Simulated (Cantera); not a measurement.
An isothermal, constant-pressure homogeneous reactor starts with H2 : O2 = 0.032 : 1 (molar parts), equivalence ratio 0.016, at 1450 K and 0.00286 atm. Integrator tolerance rtol = 1e-08.

Detailed kinetics in Cantera: the H2/O2 subset of GRI-Mech 3.0, which has no nitrogen chemistry. Radical loss at walls, strong at low pressure, is not modelled.

Problem. What does this change do: O2 1 to 0.14 parts?

Solution. 
```json
[
 {"quantity": "x(H2) at 60.0 s", "before": "3.52e-6 (gas-phase equilibrium 5.65e-7)", "after": "4.56e-6 (gas-phase equilibrium 4.07e-6)"},
 {"quantity": "x(O2) at 60.0 s", "before": "0.968 (gas-phase equilibrium 0.968)", "after": "0.795 (gas-phase equilibrium 0.795)"},
 {"quantity": "x(O) at 60.0 s", "before": "0.000231 (gas-phase equilibrium 3.69e-5)", "after": "3.74e-5 (gas-phase equilibrium 3.35e-5)"},
 {"quantity": "x(OH) at 60.0 s", "before": "0.000441 (gas-phase equilibrium 0.000177)", "after": "0.000455 (gas-phase equilibrium 0.000430)"},
 {"quantity": "x(H2O2) at 60.0 s", "before": "6.21e-10 (gas-phase equilibrium 2.56e-10)", "after": "1.53e-9 (gas-phase equilibrium 1.52e-9)"}
]
```
The temperature is held fixed by assumption; the heat of reaction is taken as removed at once.

Problem. What does this change do: temperature 1450 to 1200 K?

Solution. 
```csv
quantity,before,after
x(H2) at 60.0 s,3.52e-6 (gas-phase equilibrium 5.65e-7),5.30e-7 (gas-phase equilibrium 7.60e-9)
x(O2) at 60.0 s,0.968 (gas-phase equilibrium 0.968),0.968 (gas-phase equilibrium 0.968)
x(O) at 60.0 s,0.000231 (gas-phase equilibrium 3.69e-5),3.21e-5 (gas-phase equilibrium 4.61e-7)
x(OH) at 60.0 s,0.000441 (gas-phase equilibrium 0.000177),8.87e-5 (gas-phase equilibrium 1.06e-5)
x(H2O2) at 60.0 s,6.21e-10 (gas-phase equilibrium 2.56e-10),1.17e-9 (gas-phase equilibrium 4.00e-11)
```

Problem. What does this change do: temperature 1450 to 1048 K?

Solution. 
```tsv
quantity	before	after
x(H2) at 60.0 s	3.52e-6 (gas-phase equilibrium 5.65e-7)	1.18e-7 (gas-phase equilibrium 2.05e-10)
x(O2) at 60.0 s	0.968 (gas-phase equilibrium 0.968)	0.968 (gas-phase equilibrium 0.969)
x(O) at 60.0 s	0.000231 (gas-phase equilibrium 3.69e-5)	6.58e-6 (gas-phase equilibrium 1.16e-8)
x(OH) at 60.0 s	0.000441 (gas-phase equilibrium 0.000177)	2.38e-5 (gas-phase equilibrium 1.00e-6)
x(H2O2) at 60.0 s	6.21e-10 (gas-phase equilibrium 2.56e-10)	1.61e-9 (gas-phase equilibrium 8.45e-12)
```
